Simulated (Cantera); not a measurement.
**Equilibrium for tantalum, niobium, vanadium and zirconium in process gases: V + O2 + N2**

A closed system holds: 1 mol V, a varied amount of O2, 78 mol N2, equilibrated at 1650 K and 0.0100 bar.

These are equilibrium values from Cantera (NASA tables, ideal gas, pure condensed phases), not measurements of a reactor. Candidate condensed phases: V, VN, VO, V2O3, V2O4, V2O5; 13 gas species. Mutual solubility and eutectic melting of coexisting phases are not modelled. VN, VO: taken at fixed stoichiometry. Condensed phases not in the tables: the oxides between V2O3 and V2O5 other than VO2, solid solutions among these carbides, nitrides and lower oxides, V2N. Equilibrium is a limit: real reactors are often held back by kinetics, nucleation or transport.

```csv
n(O2) (mol),x N2,x O2,x NO,x VO2,x O,x VO,x NO2,x V,n VN(s),n VO(s),n V2O3(s),n V2O4(s)
0.012,1.000,<1e-12,9.46e-10,3.14e-7,4.18e-11,2.52e-7,<1e-12,1.13e-8,0.976,0.0239,0,0
0.02,1.000,<1e-12,9.46e-10,3.14e-7,4.18e-11,2.52e-7,<1e-12,1.13e-8,0.960,0.0399,0,0
0.033,1.000,<1e-12,9.46e-10,3.14e-7,4.18e-11,2.52e-7,<1e-12,1.13e-8,0.934,0.0659,0,0
0.055,1.000,<1e-12,9.46e-10,3.14e-7,4.18e-11,2.52e-7,<1e-12,1.13e-8,0.890,0.110,0,0
0.09,1.000,<1e-12,9.46e-10,3.14e-7,4.18e-11,2.52e-7,<1e-12,1.13e-8,0.820,0.180,0,0
0.15,1.000,<1e-12,9.46e-10,3.14e-7,4.18e-11,2.52e-7,<1e-12,1.13e-8,0.700,0.300,0,0
0.25,1.000,<1e-12,9.46e-10,3.14e-7,4.18e-11,2.52e-7,<1e-12,1.13e-8,0.500,0.500,0,0
0.41,1.000,<1e-12,9.46e-10,3.14e-7,4.18e-11,2.52e-7,<1e-12,1.13e-8,0.180,0.820,0,0
0.67,1.000,<1e-12,5.36e-9,1.78e-6,2.37e-10,2.52e-7,<1e-12,2.00e-9,0,0.320,0.340,0
1.1,0.998,0.00118,0.000201,0.000244,8.88e-6,9.19e-10,5.34e-9,<1e-12,0,0,0,0.490
1.8,0.989,0.00985,0.000578,0.000244,2.57e-5,3.18e-10,4.45e-8,<1e-12,0,0,0,0.490
3,0.974,0.0245,0.000906,0.000244,4.06e-5,2.01e-10,1.10e-7,<1e-12,0,0,0,0.490
5,0.950,0.0481,0.00125,0.000244,5.68e-5,1.44e-10,2.13e-7,<1e-12,0,0,0,0.490
```
x: gas mole fraction; n: condensed amount in mol.

From 0.012 mol O2 to 0.41 mol O2 the condensed part is VN(s) + VO(s). At 0.67 mol O2 the condensed part is VO(s) + V2O3(s). From 1.1 mol O2 to 5 mol O2 the condensed part is V2O4(s). The main V-bearing gas is VO2 throughout.
